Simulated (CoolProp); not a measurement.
Vapour-liquid equilibrium of CH2F2 (R32) (1) + fluoroethane (R161) (2) at 285.4 K; x and y are mole fractions of (1).

The numbers come from the multi-fluid Helmholtz-energy mixture model, Tillner-Roth 1997 and Wu 2012; pair parameters Bell 2016 in CoolProp.

| x | bubble pressure, mixture model (bar) | bubble pressure, Raoult's law (bar) | y, mixture model | y, Raoult's law |
|---|---|---|---|---|
| 0.05 | 6.765 | 6.690 | 0.091 | 0.088 |
| 0.15 | 7.405 | 7.231 | 0.243 | 0.245 |
| 0.25 | 7.994 | 7.772 | 0.368 | 0.380 |
| 0.35 | 8.547 | 8.313 | 0.476 | 0.498 |
| 0.45 | 9.075 | 8.853 | 0.573 | 0.601 |
| 0.55 | 9.586 | 9.394 | 0.661 | 0.692 |
| 0.65 | 10.09 | 9.935 | 0.744 | 0.774 |
| 0.75 | 10.58 | 10.48 | 0.821 | 0.847 |
| 0.85 | 11.08 | 11.02 | 0.895 | 0.913 |
| 0.95 | 11.58 | 11.56 | 0.966 | 0.972 |

The largest gap from Raoult's law is +2.9 % in bubble pressure, at x = 0.25. No azeotrope shows between x = 0.05 and 0.95.

The pair parameters rest on a limited set of measurements; away from them the model extrapolates.
